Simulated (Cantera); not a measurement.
A perfectly stirred reactor is fed with CH4 : H2 = 1 : 1.2 (molar parts), at 0.000170 bar; it is held at 1775 K, and followed from long to short residence time.

Cantera simulation using GRI-Mech 3.0 (53 species, 325 reactions); the numbers are that mechanism's predictions, not measurements. GRI-Mech 3.0 stops at C3 and has no aromatics, soot or wall deposition, so with more carbon than oxygen in the feed, carbon stays in small species such as C2H2 where larger ones or solid carbon would form. Radical loss at walls, strong at low pressure, is not modelled.

Question: What does this change do: pressure from 0.000170 bar to 0.890 bar?

Answer: 
```json
[
 {"quantity": "x(CH4) at τ = 0.310 s", "before": "0.441", "after": "0.0450"},
 {"quantity": "x(H2) at τ = 0.310 s", "before": "0.552", "after": "0.813"},
 {"quantity": "x(CH3) at τ = 0.310 s", "before": "0.00384", "after": "0.000296"},
 {"quantity": "x(H) at τ = 0.310 s", "before": "0.000247", "after": "0.000266"},
 {"quantity": "x(C2H) at τ = 0.310 s", "before": "4.79e-9", "after": "3.54e-7"},
 {"quantity": "x(CH4) at τ = 5.50 ms", "before": "0.454", "after": "0.253"},
 {"quantity": "x(H2) at τ = 5.50 ms", "before": "0.545", "after": "0.676"},
 {"quantity": "x(CH3) at τ = 5.50 ms", "before": "6.17e-5", "after": "0.00145"},
 {"quantity": "x(H) at τ = 5.50 ms", "before": "5.42e-6", "after": "0.000195"},
 {"quantity": "x(C2H) at τ = 5.50 ms", "before": "<1e-12", "after": "1.46e-7"}
]
```
